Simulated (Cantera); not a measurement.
A closed system holds: 1 mol Cu₂O, 2.3 mol CO, equilibrated at 750 Torr.

These are equilibrium values from Cantera (NASA tables, ideal gas, pure condensed phases), not measurements of a reactor. Candidate condensed phases: C, Cu, CuO, Cu₂O; 15 gas species. Kinetics and transport are ignored.

At 1800 °C, list the 4 most abundant gas species with their mole fractions, and the condensed phases.

CO 0.561, CO₂ 0.431, Cu 0.00828, Cu₂ 4.34e-5. Condensed: Cu(l).
